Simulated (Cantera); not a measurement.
An isothermal, constant-pressure homogeneous reactor starts with NH3 : N2 = 1 : 0.77 (molar parts), at 1823 K and 20.0 Torr.

Computed with Cantera and the gas-phase N/H chemistry of the illustrative SiF4/NH3 mechanism in the Surface Chemkin manual (1991). Walls and surfaces, which speed up NH3 decomposition in real reactors, are not modelled.

x: mole fraction; the columns are a selection and need not sum to one.

| t (s) | x NH3 | x N2H2 | x N | x N2H4 | x N2 |
|---|---|---|---|---|---|
| 0.000200 | 0.565 | 2.04e-10 | <1e-12 | 3.07e-12 | 0.435 |
| 0.000601 | 0.565 | 2.99e-9 | 1.49e-12 | 3.04e-11 | 0.435 |
| 0.00181 | 0.565 | [?] | 4.95e-11 | 2.82e-10 | 0.435 |
| 0.00543 | 0.565 | 3.70e-7 | 5.22e-10 | 2.50e-9 | 0.435 |
| 0.0163 | 0.564 | [?] | [?] | [?] | 0.435 |
| 0.0490 | 0.559 | 3.74e-6 | 2.06e-8 | 2.12e-8 | 0.435 |
| 0.147 | 0.543 | 3.60e-6 | 6.88e-8 | 1.86e-8 | 0.436 |
| 0.443 | 0.500 | 3.16e-6 | 1.75e-7 | 1.45e-8 | 0.438 |
| 1.33 | 0.396 | 2.21e-6 | 2.93e-7 | 9.42e-9 | 0.442 |
| 4.00 | 0.221 | 9.63e-7 | 3.48e-7 | 3.93e-9 | 0.449 |

Problem. Complete the blanks.

Solution. 
- 0.00181, x N2H2: 3.47e-8
- 0.0163, x N2H2: 2.50e-6
- 0.0163, x N: 4.25e-9
- 0.0163, x N2H4: 1.51e-8
